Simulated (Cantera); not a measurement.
Mixture: CH4 : O2 : N2 = 1 : 1.33 : 4.8 (molar parts), at 7500 Torr, adiabatic and at constant pressure. Ignition delay is the time to a rise of 400 K.

Model: GRI-Mech 3.0 (53 species, 325 reactions), integrated in Cantera.

**Question.** What does this change do: pressure from 7500 Torr to 750 Torr?

**Answer.** 
```tsv
quantity	before	after
delay at 1200 K	5.65 ms	55.4 ms
delay at 1300 K	1.74 ms	14.1 ms
delay at 1400 K	0.590 ms	4.10 ms
delay at 1500 K	0.216 ms	1.35 ms
delay at 1600 K	85.2 µs	0.513 ms
apparent activation energy between 1550 and 1650 K	190 kJ/mol	190 kJ/mol
```

**Question.** What does this change do: 0.31 parts H2O added?

**Answer.** 
| quantity | before | after |
|---|---|---|
| delay at 1200 K | 5.65 ms | 5.73 ms |
| delay at 1300 K | 1.74 ms | 1.83 ms |
| delay at 1400 K | 0.590 ms | 0.640 ms |
| delay at 1500 K | 0.216 ms | 0.238 ms |
| delay at 1600 K | 85.2 µs | 93.5 µs |
| apparent activation energy between 1550 and 1650 K | 190 kJ/mol | 190 kJ/mol |
